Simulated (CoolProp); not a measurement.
Vapour-liquid equilibrium of methanol (1) + toluene (2) at 0.287 MPa; x and y are mole fractions of (1).

The numbers come from the multi-fluid Helmholtz-energy mixture model, de Reuck 1993 and Lemmon 2006; pair parameters Bell 2016 in CoolProp.

Q: Give the bubble temperature and the first vapour's composition at x = 0.35, 0.65, 0.95. Is there an azeotrope?

A: x = 0.35: 98.6 °C, y = 0.770; x = 0.65: 95.9 °C, y = 0.813; x = 0.95: 93.6 °C, y = 0.956. No azeotrope shows between x = 0.05 and 0.95.

The pair parameters rest on a limited set of measurements; away from them the model extrapolates. With so large a gap from Raoult's law the liquid may split in two, which this calculation doesn't test in full.
